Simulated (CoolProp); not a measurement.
The numbers come from the reference Helmholtz-energy equation of state, Gao 2016 in CoolProp.

**Question.** For sulfur dioxide, give the phase and the cp (kJ/(kg K)), speed of sound (m/s) at 525 K and 3.94 MPa.

**Answer.** 
- 525 K and 3.94 MPa: gas; cp 0.845, speed of sound 274
